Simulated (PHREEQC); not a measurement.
**Leach liquor: speciation**

Consider water at 10 °C with 55 mmol/kgw H2SO4, 5.3 mmol/kgw MnSO4 and 2.3 mmol/kgw Na2SO4. Closed to the air; pH follows from the charge balance.

Equilibrium calculation in PHREEQC: ion-association model, phreeqc.dat.

```
Item                          Value
--------------------  -------------
pH                             1.24
ionic strength        0.106 mol/kgw
specific conductance    16800 µS/cm
density                 1.004 g/cm³
total alkalinity        -110 meq/kg
```

```csv
species,molality,activity,log γ
H+,0.0696,0.0575,-0.083
HSO4-,0.0404,0.0316,-0.106
SO4-2,0.0205,0.00768,-0.428
Na+,0.00445,0.00350,-0.104
Mn+2,0.00380,0.00153,-0.396
MnSO4,0.00150,0.00154,0.011
NaSO4-,0.000154,0.000122,-0.103
```

Precipitation was switched off in this run. Species that the database lacks are ignored. At this temperature some constants are extrapolated from 25 °C, and those without enthalpy data are left unchanged.
